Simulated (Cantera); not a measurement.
Mixture: CH4 : H2 : O2 : N2 : H2O = 1 : 0.66 : 2.51 : 9.42 : 3.1 (molar parts), at 21000 Torr, adiabatic and at constant volume. Ignition delay is the time to a rise of 400 K.

Model: GRI-Mech 3.0 (53 species, 325 reactions), integrated in Cantera. The pressure lies above the range GRI-Mech 3.0 was tuned for (to about 10 atm).

Problem. What does this change do: N2 9.42 to 6.4 parts?

Solution. 
| quantity | before | after |
|---|---|---|
| delay at 1248 K | 0.161 ms | 0.136 ms |
| delay at 1448 K | 22.1 µs | 17.9 µs |
| delay at 1648 K | 5.84 µs | 4.54 µs |
| delay at 1848 K | 2.08 µs | 1.62 µs |
| delay at 2048 K | 0.859 µs | 0.681 µs |
| apparent activation energy between 1848 and 2048 K | 140 kJ/mol | 140 kJ/mol |

Problem. What does this change do: pressure from 21000 Torr to 750 Torr?

Solution. 
```tsv
quantity	before	after
delay at 1248 K	0.161 ms	1.41 ms
delay at 1448 K	22.1 µs	0.329 ms
delay at 1648 K	5.84 µs	0.101 ms
delay at 1848 K	2.08 µs	38.4 µs
delay at 2048 K	0.859 µs	17.1 µs
apparent activation energy between 1848 and 2048 K	140 kJ/mol	130 kJ/mol
```
